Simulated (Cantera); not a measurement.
A closed system holds: 1 mol CH3SiH3, 0.027 mol C2H4, 4.6 mol H2, 0.39 mol CH4, held at 2575 K and 92.0 mbar.

Equilibrium computed with Cantera from the NASA thermochemical tables; the gas is ideal and each condensed phase is pure. The feed counts by its element totals alone. Gases not in the tables: Si2H6 and higher silanes. Equilibrium is a limit: real reactors are often held back by kinetics, nucleation or transport.

| species | before | after |
|---|---|---|
| H2 | 0.843 | 0.990 |
| H | 0.105 | 0.00863 |
| C2H2 (acetylene) | 0.0124 | 0.00121 |
| Si | 0.0253 | 7.71e-5 |
| Si3 | 1.02e-5 | <1e-9 |
| C3 | 1.68e-5 | 1.70e-9 |
| SiC | 1.68e-5 | 2.54e-9 |
| Si2 | 0.000214 | 6.73e-8 |
| SiC2 | 0.00808 | 4.43e-6 |
| Si2C | 0.00436 | 2.84e-6 |
| C(graphite), mol | 0.430 | 0.424 |
| SiC(s), mol | 0.587 | 0.999 |
Gas species are given as mole fractions.

### Question
Which change was made?
(A) pressure from 92.0 mbar to 21.0 mbar
(B) temperature from 2575 K to 2325 K
(C) temperature from 2575 K to 1723 K
(D) temperature from 2575 K to 2073 K

### Answer
D, temperature from 2575 K to 2073 K
